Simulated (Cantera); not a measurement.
An adiabatic, constant-pressure homogeneous reactor starts with 9.38 % H₂, 11.7 % O₂, 75.0 % N₂, 3.85 % H₂O, equivalence ratio 0.40, at 1650 K and 100000 Pa.

Cantera simulation using GRI-Mech 3.0 (53 species, 325 reactions); the numbers are that mechanism's predictions, not measurements.

x: mole fraction; the columns are a selection and need not sum to one.

| t (s) | T (K) | x H₂ | x O₂ | x H₂O | x HO₂ | x NO | x H₂O₂ |
|---|---|---|---|---|---|---|---|
| 9.00e-6 | 1650 | 0.0924 | 0.117 | 0.0394 | 1.64e-5 | 9.33e-11 | 2.04e-7 |
| 2.14e-5 | 1759 | 0.0131 | 0.0708 | 0.101 | 2.17e-5 | 5.50e-6 | 8.76e-7 |
| 5.11e-5 | 1943 | (withheld) | 0.0697 | (withheld) | (withheld) | (withheld) | (withheld) |
| 0.000122 | 2103 | 0.00590 | 0.0699 | 0.122 | 7.89e-6 | 3.86e-5 | 2.21e-7 |
| 0.000290 | 2208 | 0.00251 | 0.0710 | 0.130 | 4.33e-6 | 6.45e-5 | 1.43e-7 |
| 0.000690 | 2252 | 0.00102 | 0.0719 | 0.134 | 3.67e-6 | 9.82e-5 | 1.37e-7 |
| 0.00164 | 2258 | 0.000822 | 0.0721 | 0.135 | 3.71e-6 | 0.000150 | 1.44e-7 |
| 0.00391 | 2258 | 0.000819 | 0.0720 | 0.135 | 3.71e-6 | 0.000267 | 1.43e-7 |
| 0.00932 | 2257 | 0.000818 | 0.0719 | 0.135 | 3.70e-6 | (withheld) | 1.43e-7 |
| 0.0222 | 2256 | 0.000813 | 0.0716 | 0.135 | 3.67e-6 | 0.00117 | 1.42e-7 |
| 0.0529 | 2253 | 0.000805 | 0.0710 | 0.135 | 3.62e-6 | 0.00249 | 1.41e-7 |
| 0.126 | 2249 | 0.000790 | 0.0699 | 0.135 | 3.52e-6 | 0.00478 | 1.38e-7 |
| 0.300 | 2244 | 0.000775 | 0.0687 | 0.135 | 3.43e-6 | 0.00711 | 1.35e-7 |

Some entries are withheld; supply them.


- 5.11e-5, x H₂: 0.00999
- 5.11e-5, x H₂O: 0.111
- 5.11e-5, x HO₂: 1.42e-5
- 5.11e-5, x NO: 2.08e-5
- 5.11e-5, x H₂O₂: 4.11e-7
- 0.00932, x NO: 0.000541
